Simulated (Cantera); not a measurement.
What does this Cantera script print?

```python
import numpy as np
import cantera as ct

gas = ct.Solution("gri30.yaml")


def delay(T, t_max=10):
    gas.TPX = T, 101325, {'C2H4': 1, 'O2': 4.17, 'N2': 15.7, 'H2O': 1.7}
    reactor = ct.IdealGasReactor(gas, clone=False)
    net = ct.ReactorNet([reactor])
    net.rtol, net.atol = 1e-8, 1e-16
    while net.time < t_max:
        t_old, T_old = net.time, reactor.T
        net.step()
        if reactor.T > T + 400:  # ignition: a rise of 400 K
            return t_old + (T + 400 - T_old) / (reactor.T - T_old) * (net.time - t_old)
    return np.nan


taus = []
for T in [1123, 1173, 1223, 1273, 1323, 1373, 1423, 1473, 1523]:
    taus.append(delay(T))
    print(f"T0 = {T:6g} K   tau = {taus[-1]:.4e} s")
```

Output:

```
T0 =   1123 K   tau = 2.9905e-03 s
T0 =   1173 K   tau = 7.6525e-04 s
T0 =   1223 K   tau = 2.5123e-04 s
T0 =   1273 K   tau = 1.2836e-04 s
T0 =   1323 K   tau = 8.2385e-05 s
T0 =   1373 K   tau = 5.8875e-05 s
T0 =   1423 K   tau = 4.4712e-05 s
T0 =   1473 K   tau = 3.5311e-05 s
T0 =   1523 K   tau = 2.8662e-05 s
```

Computed with Cantera and GRI-Mech 3.0 (53 species, 325 reactions). GRI-Mech 3.0 was tuned for natural gas; its chemistry of ethylene as a main component is partial and can be far from experiment. Where the delays flatten at high temperature, the 400 K rule measures the pace of heat release, not the induction time.
